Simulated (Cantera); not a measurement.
Feed: 1 mol Al, 3.3 mol H2O, 44 mol CO, held at 3.40 bar.

Cantera equilibrium calculation (NASA polynomials, part measured and part estimated; ideal gas, pure solids and liquids). Candidate condensed phases: Al, Al2O3, C, C6H6, C7H8, C8H18, H2O; 121 gas species. Gases not in the tables: Al(OH)3. Kinetics and transport are ignored.

x: gas mole fraction; n: condensed amount in mol.

```tsv
T (K)	x CO	x CO2	x H2O	x H2	x CH4	x H	n Al2O3(s)	n C(graphite)
873	0.139	0.741	0.0786	0.0392	0.00235	5.02e-12	0.500	20.2
923	0.245	0.642	0.0624	0.0486	0.00187	2.92e-11	0.500	18.4
973	0.387	0.510	0.0458	0.0561	0.00137	1.39e-10	0.500	15.7
1023	0.545	0.362	0.0309	0.0609	0.000945	5.54e-10	0.500	12.0
1073	0.689	0.227	0.0193	0.0633	0.000626	1.91e-9	0.500	7.89
1123	0.794	0.129	0.0115	0.0644	0.000414	5.86e-9	0.500	4.25
1173	0.858	?	?	0.0651	?	?	0.500	?
1223	0.893	?	0.00400	0.0656	?	?	0.500	?
1273	0.896	0.0340	0.00412	0.0655	7.91e-5	9.90e-8	0.500	0
1323	0.897	0.0336	0.00453	0.0652	3.16e-5	2.20e-7	0.500	0
1373	0.897	0.0331	0.00493	0.0648	1.35e-5	4.60e-7	0.500	0
1423	0.898	0.0327	0.00533	0.0644	6.13e-6	9.14e-7	0.500	0
```

Q: Complete the blanks.

A: 
- 1173, x CO2: 0.0698
- 1173, x H2O: 0.00674
- 1173, x CH4: 0.000280
- 1173, x H: 1.63e-8
- 1173, n C(graphite): 1.68
- 1223, x CO2: 0.0373
- 1223, x CH4: 0.000195
- 1223, x H: 4.18e-8
- 1223, n C(graphite): 0.138
